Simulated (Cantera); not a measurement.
# Equilibrium for hydrogen reduction and annealing atmospheres: Ta₂O₅ + H₂

A closed system holds: 1 mol Ta₂O₅, 0.73 mol H₂, held at 10.0 mbar.

These are equilibrium values from Cantera (NASA tables, ideal gas, pure condensed phases), not measurements of a reactor. Candidate condensed phases: H₂O, Ta, Ta₂O₅; 12 gas species. Mutual solubility and eutectic melting of coexisting phases are not modelled. Condensed phases not in the tables: N, O or C dissolved in the metal. Kinetics and transport are ignored.

From 825 K to 1625 K the condensed part is Ta₂O₅(s). From 1825 K to 2025 K the condensed part is Ta(s) + Ta₂O₅(s).

| T (K) | x H₂ | x H | x H₂O | x TaO₂ | x TaO | x OH | x O | n Ta₂O₅(s) | n Ta(s) |
|---|---|---|---|---|---|---|---|---|---|
| 825 | 1.00 | 7.93e-11 | 3.41e-9 | <1e-12 | <1e-12 | <1e-12 | <1e-12 | 1.00 | 0 |
| 1025 | 1.00 | 4.36e-8 | 3.08e-7 | <1e-12 | <1e-12 | <1e-12 | <1e-12 | 1.00 | 0 |
| 1225 | 1.000 | 3.12e-6 | 6.04e-6 | <1e-12 | <1e-12 | <1e-12 | <1e-12 | 1.000 | 0 |
| 1425 | 1.000 | 6.82e-5 | 4.97e-5 | 6.84e-11 | 1.53e-11 | 7.41e-11 | <1e-12 | 1.000 | 0 |
| 1625 | 0.999 | 0.000705 | 0.000237 | 3.18e-8 | 6.54e-9 | 7.04e-9 | 4.09e-12 | 1.000 | 0 |
| 1825 | 0.995 | 0.00439 | 0.000784 | 3.69e-6 | 7.22e-7 | 2.42e-7 | 8.21e-10 | 1.000 | 0.000229 |
| 2025 | 0.979 | 0.0190 | 0.00200 | 0.000162 | 3.08e-5 | 4.06e-6 | 5.73e-8 | 1.000 | 0.000552 |
x: gas mole fraction; n: condensed amount in mol.
